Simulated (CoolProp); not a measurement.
200 sccm (0 °C, 1 atm) of nitrogen bubbles through liquid toluene at 286.9 K and leaves saturated at a total pressure of 0.0452 MPa (ideal gas phase). Each further row changes one setting.

The numbers come from the reference Helmholtz-energy equation of state, Lemmon 2006 in CoolProp. It is a short technical equation, of lower accuracy than the large ones.

```tsv
case	vapour pressure (kPa)	mole fraction of vapour	delivery (mg/min)	delivery (sccm)	change of delivery for a bath 1 K warmer (%)
as stated	2.07	0.0457	?	?	?
bath temperature 291.9 K	2.73	?	?	12.8	5.9
total pressure 0.0904 MPa	2.07	?	?	?	5.9
```

Q: What belongs in the gaps?

A: 
- as stated, delivery (mg/min): 39.4
- as stated, delivery (sccm): 9.59
- as stated, change of delivery for a bath 1 K warmer (%): 6.1
- bath temperature 291.9 K, mole fraction of vapour: 0.0604
- bath temperature 291.9 K, delivery (mg/min): 52.8
- total pressure 0.0904 MPa, mole fraction of vapour: 0.0229
- total pressure 0.0904 MPa, delivery (mg/min): 19.2
- total pressure 0.0904 MPa, delivery (sccm): 4.68
